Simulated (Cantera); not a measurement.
# Thermodynamics of halide evaporation, hydrolysis and transport, feed CsCl + O2 + H2

Feed: 1 mol CsCl, 1.7 mol O2, 6.9 mol H2.

Equilibrium computed with Cantera from the NASA thermochemical tables; the gas is ideal and each condensed phase is pure. Candidate condensed phases: Cs, CsCl, CsOH, H2O; 22 gas species. The numbers say what is thermodynamically allowed, not how fast it happens.

Stable condensed phases:

```
T in °C \ P in Pa
           0.10      1     10    100   1000  10000 100000
   1700       A      A      A      A      A      A      A
   1600       A      A      A      A      A      A      A
   1500       A      A      A      A      A      A      A
   1400       A      A      A      A      A      A      A
   1300       A      A      A      A      A      A      A
   1200       A      A      A      A      A      A      A
   1100       A      A      A      A      A      A      A
   1000       A      A      A      A      A      A      B
    900       A      A      A      A      A      A      B
    800       A      A      A      A      A      B      B
```

A: gas only; B: CsCl.
